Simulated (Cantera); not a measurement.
Low-pressure radical oxidation in H2/O2

An isothermal, constant-pressure homogeneous reactor starts with H₂ : O₂ : N₂ = 0.14 : 1 : 1.9 (molar parts), at 1075 K and 20.0 Torr.

Cantera simulation using GRI-Mech 3.0 (53 species, 325 reactions); the numbers are that mechanism's predictions, not measurements. Radical loss at walls, strong at low pressure, is not modelled. The temperature is held fixed by assumption; the heat of reaction is taken as removed at once.

```csv
t (s),x H₂,x O₂,x O,x NO₂,x NO,x N₂O
0.000300,0.0461,0.329,5.31e-10,<1e-12,<1e-12,<1e-12
0.000643,0.0461,0.329,4.23e-9,<1e-12,<1e-12,<1e-12
0.00138,0.0461,0.329,1.98e-7,<1e-12,<1e-12,<1e-12
0.00295,0.0442,0.328,0.000608,<1e-12,1.79e-11,1.36e-11
0.00632,0.00170,0.304,0.0141,7.07e-12,2.28e-7,3.26e-9
0.0135,0.000827,0.308,0.00784,2.86e-11,5.22e-7,7.41e-9
0.0290,0.000283,0.311,0.00266,8.90e-11,6.09e-7,1.06e-8
0.0621,6.52e-5,0.313,0.000612,3.30e-10,6.18e-7,1.30e-8
0.133,1.31e-5,0.313,0.000126,9.86e-10,6.18e-7,1.44e-8
0.285,2.84e-6,0.313,2.86e-5,1.86e-9,6.17e-7,1.51e-8
0.610,7.26e-7,0.313,7.74e-6,2.39e-9,6.17e-7,1.55e-8
1.31,2.19e-7,0.313,2.46e-6,2.40e-9,6.17e-7,1.58e-8
2.80,7.56e-8,0.313,8.83e-7,2.07e-9,6.17e-7,1.59e-8
6.00,2.88e-8,0.313,3.46e-7,1.65e-9,6.17e-7,1.60e-8
```
x: mole fraction; the columns are a selection and need not sum to one.

Equilibrium at this temperature and pressure: H₂ 3.64e-10, O₂ 0.313, O 4.52e-9, NO₂ 4.90e-7, NO 7.45e-5, N₂O 8.41e-10 (gas phase only).
